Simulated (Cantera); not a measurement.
An adiabatic, constant-pressure homogeneous reactor starts with 7.87 % CH₄, 8.73 % O₂, 83.4 % N₂, equivalence ratio 1.8, at 1275 K and 1.80 bar.

Computed with Cantera and GRI-Mech 3.0 (53 species, 325 reactions).

**Question.** Predict: time of steepest temperature rise; temperature at 0.200 s; equilibrium temperature; x(CH₄) at 0.200 s; x(O₂) at 0.200 s; x(OH) at 0.200 s.

**Answer.** 
```json
{
  "time_of_steepest_temperature_rise": "36.4 ms",
  "temperature at 0.200 s": "1950 K",
  "equilibrium_temperature": "1950 K",
  "x(CH₄) at 0.200 s": "1.45e-8 (gas-phase equilibrium 6.40e-11)",
  "x(O₂) at 0.200 s": "2.39e-8 (gas-phase equilibrium 2.40e-8)",
  "x(OH) at 0.200 s": "2.20e-5 (gas-phase equilibrium 2.20e-5)"
}
```
